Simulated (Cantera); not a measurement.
A perfectly stirred reactor is fed with CH₄ : C₂H₆ : C₃H₈ : O₂ : N₂ = 1 : 0.95 : 0.2 : 9.17 : 34.5 (molar parts), equivalence ratio 0.69, at 1800000 Pa; it is adiabatic with a 523 K inlet, and is followed from long to short residence time, starting on the burning branch (τ in s: 0.24, 0.099, 0.041, 0.017, 0.0068, 0.0028, 0.0011, 0.00046, 0.00019, 7.7e-05).

Model: GRI-Mech 3.0 (53 species, 325 reactions), integrated in Cantera. The pressure lies above the range GRI-Mech 3.0 was tuned for (to about 10 atm).

One state of this run: T (K) = 2018; x CH₄ = 4.09e-6; x C₂H₆ = 6.34e-7; x C₃H₈ = 1.28e-7; x C₂H₂ = 2.98e-6; x HCO = 1.23e-8. x: mole fraction; the columns are a selection and need not sum to one.

**Question.** Which value of τ (s) does it belong to?
A. 0.0068
B. 0.017
C. 7.7e-5
D. 0.0028

**Answer.** A, 0.0068
